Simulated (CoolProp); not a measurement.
A Linde-Hampson liquefier for normal hydrogen: isothermal reversible compression at 300 K from 1 atm to 5 MPa, throttling to 1 atm, return gas leaving the recuperator 0 K below the feed. Each further row changes one setting.

Values from CoolProp's reference Helmholtz-energy equation of state, Leachman 2009.

```csv
case,compression work (kJ/kg of gas)
as stated,4860
high pressure 10 MPa,5750
warm-end temperature 330 K,5340
warm-end gap 5 K,4860
```
